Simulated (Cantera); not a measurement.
Charge: 1 mol SiCl₄, 0.88 mol Cl₂, 8.3 mol H₂, held at 852 °C and 0.180 bar.

Equilibrium computed with Cantera from the NASA thermochemical tables; the gas is ideal and each condensed phase is pure. Candidate condensed phases: Si; 19 gas species. The tables' values for SiCl₃ are old estimates; treat these amounts as uncertain. Rates play no part.

Base state: H₂ 0.721, HCl 0.181, SiCl₄ 0.0904, SiHCl₃ 0.00626, SiCl₃ 0.00126, SiCl₂ 0.000215, SiH₂Cl₂ 5.32e-5 (mole fractions); condensed: gas only.

**Question.** What changes in the equilibrium state with this change: SiCl₄ replaced by Si?

**Answer.** 
```json
[
 {"species": "H₂", "before": "0.721", "after": "0.919"},
 {"species": "HCl", "before": "0.181", "after": "0.0332"},
 {"species": "SiCl₄", "before": "0.0904", "after": "0.0281"},
 {"species": "SiHCl₃", "before": "0.00626", "after": "0.0135"},
 {"species": "SiH₃Cl", "before": "1.21e-7", "after": "1.26e-5"},
 {"species": "SiH₂Cl₂", "before": "5.32e-5", "after": "0.000799"},
 {"species": "SiCl₂", "before": "0.000215", "after": "0.00254"},
 {"species": "SiCl₃", "before": "0.00126", "after": "0.00241"},
 {"species": "Si(s), mol", "before": "0", "after": "0.583"}
]
```
